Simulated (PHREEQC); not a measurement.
Ultrapure water in contact with air or piping (model solution)

Model water analysis in mmol/kgw, 68 °C, pH 5.9, pe 10.1:

| constituent | mmol/kgw |
|---|---|
| Na | 0.008 |
| K | 0.0073 |
| Ca | 0.00366 |
| Mg | 0.003 |
| Cl | 0.00546 |
| S(6) | 0.000429 |
| Alkalinity (meq/kgw) | 0.0222 |
| Pb | 0.000181 |
| Br | 1.48e-05 |
| Si | 3.56e-05 |

Valence states are taken as typed.

Computed with PHREEQC (ion-association model, phreeqc.dat).

This is a speciation only: nothing precipitates in the calculation.

Q: Predict the charge-balance error.

A: charge-balance error 0.8 %.

Q: In which forms is C present?

A: CO2 72 %, HCO3- 28 % of the C.

Complexes and solids missing from the database can't appear. At this temperature some constants are extrapolated from 25 °C, and those without enthalpy data are left unchanged.
